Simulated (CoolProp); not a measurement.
Vapour-liquid equilibrium of hydrogen sulfide (1) + n-butane (2) at 305.3 K; x and y are mole fractions of (1).

Values from CoolProp's multi-fluid Helmholtz-energy mixture model, Lemmon 2006 and Bücker 2006; pair parameters Kunz 2012.

**Question.** Give the bubble pressure and the first vapour's composition at x = 0.5, 0.65, 0.8. Is there an azeotrope?

**Answer.** x = 0.5: 15.92 bar, y = 0.854; x = 0.65: 18.47 bar, y = 0.894; x = 0.8: 20.79 bar, y = 0.932. No azeotrope shows between x = 0.05 and 0.95.

The pair parameters rest on a limited set of measurements; away from them the model extrapolates.
